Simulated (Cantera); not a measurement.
Charge: 1 mol trisilylamine, 0.24 mol N2, 3.6 mol H2, held at 2023 K and 100000 Pa.

Method: chemical equilibrium by Gibbs-energy minimisation in Cantera with the NASA 1993 tables (ideal gas, pure condensed phases). Candidate condensed phases: Si, Si3N4; 18 gas species. The feed counts by its element totals alone. Gases not in the tables: Si2H6 and higher silanes. Equilibrium is a limit: real reactors are often held back by kinetics, nucleation or transport.

Base state: H2 0.914, N2 0.0836, H 0.00182, SiH2 0.000110, Si 5.69e-5, SiH 3.50e-5 (mole fractions); condensed: Si(l).

**Question.** What changes in the equilibrium state with this change: pressure from 100000 Pa to 1000 Pa?

**Answer.** 
```
species      before    after
----------  -------  -------
H2            0.914    0.893
N2           0.0836   0.0824
H           0.00182   0.0179
Si          5.69e-5  0.00569
Si2         6.23e-7  6.23e-5
Si3         1.32e-7  1.32e-5
Si2N        5.22e-6  5.18e-5
SiN         4.06e-6  4.03e-5
Si(l), mol     3.00     2.94
```
The tables' values for SiN are old estimates; treat these amounts as uncertain.

**Question.** What changes in the equilibrium state with this change: trisilylamine replaced by SiHCl3?

**Answer.** 
```
species     before     after
----------  ------  --------
H2           0.914     0.606
HCl              0     0.195
SiCl2            0     0.146
N2          0.0836    0.0413
SiCl3            0   0.00778
SiHCl3           0  0.000582
SiCl4            0  0.000459
Si(l), mol    3.00    0.0932
```
The tables' values for SiCl3, SiCl are old estimates; treat these amounts as uncertain. Further candidate phases: NH4Cl.
